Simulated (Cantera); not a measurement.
Equilibrium for abatement and gas-phase synthesis: SF₆ + O₂ + N₂

A closed system holds: 1 mol SF₆, 1.6 mol O₂, 10 mol N₂, held at 2225 K and 8000 Pa.

These are equilibrium values from Cantera (NASA tables, ideal gas, pure condensed phases), not measurements of a reactor. Candidate condensed phases: S; 35 gas species. The tables' values for SOF₂ are old estimates; treat these amounts as uncertain. Rates play no part.

```yaml
x(N₂): 0.566
x(F): 0.340
x(SO₂): 0.0552
x(O₂): 0.0317
x(NO): 0.00440
x(O): 0.00199
x(SO): 0.00102
x(SOF₂): 0.000335
x(SF₂): 0.000126
gas_amount: 17.61 mol
log10 activity of S(l) (absent): -6.12
```
